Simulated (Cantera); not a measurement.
A perfectly stirred reactor is fed with C3H8 : O2 : N2 = 1 : 9.8 : 36.9 (molar parts), equivalence ratio 0.51, at 5.00 bar; it is adiabatic with a 675 K inlet, and is followed from long to short residence time, starting on the burning branch (τ in s: 0.2, 0.086, 0.037, 0.016, 0.0068, 0.0029, 0.0013, 0.00054, 0.00023, 0.0001, 4.3e-05).

Cantera simulation using GRI-Mech 3.0 (53 species, 325 reactions); the numbers are that mechanism's predictions, not measurements. GRI-Mech 3.0 was tuned for natural gas; its chemistry of propane as a main component is partial and can be far from experiment.

### Question
What does this change do: inlet temperature 675 to 425 K?

### Answer
| quantity | before | after |
|---|---|---|
| blow-out, bracketed by the residence times tried | burning at 0.100 ms, out at 43.0 µs | burning at 0.540 ms, out at 0.230 ms |
| x(C3H8) at τ = 0.200 s | 1.74e-7 | 6.62e-7 |
| x(O2) at τ = 0.200 s | 0.0984 | 0.0986 |
| x(OH) at τ = 0.200 s | 0.000494 | 0.000215 |
| x(HO2) at τ = 0.200 s | 1.25e-6 | 1.18e-6 |
| x(C2H4) at τ = 0.200 s | 8.58e-7 | 2.51e-6 |
| x(C3H8) at τ = 2.90 ms | 5.24e-6 | 1.43e-5 |
| x(O2) at τ = 2.90 ms | 0.0988 | 0.0996 |
| x(OH) at τ = 2.90 ms | 0.00131 | 0.000649 |
| x(HO2) at τ = 2.90 ms | 8.02e-6 | 1.83e-5 |
| x(C2H4) at τ = 2.90 ms | 1.69e-5 | 4.04e-5 |
